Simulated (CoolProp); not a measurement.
Saturated liquid density (kg/m³) of methanol: the reference equation beside estimates from Tc = 513.4 K, pc = 8.216 MPa, ω = 0.565. Rackett uses Z = 0.29056 − 0.08775 ω.

Values from CoolProp's reference Helmholtz-energy equation of state, de Reuck 1993.

```
T (K)   reference     Rackett  van der Waals
-----  ----------  ----------  -------------
272.1       810.6       805.7          397.4
284.5       799.0       792.0     (withheld)
297         787.3  (withheld)          385.6
309.4       775.7       763.6          379.5
321.8       763.8       748.9     (withheld)
334.2       751.8       733.8          366.4
346.6       739.3       718.3          359.5
359    (withheld)  (withheld)          352.2
371.4       712.9       685.8          344.7
383.9       698.5       668.4          336.6
396.3       683.3       650.5          328.2
```

### Question
Some entries are withheld; supply them.

### Answer

- 284.5, van der Waals: 391.7
- 297, Rackett: 777.9
- 321.8, van der Waals: 373.1
- 359, reference: 726.4
- 359, Rackett: 702.3

Absolute difference from the reference over all 11 rows, mean and median: Rackett 2.5 and 2.4 %, van der Waals 51.3 and 51.3 %.
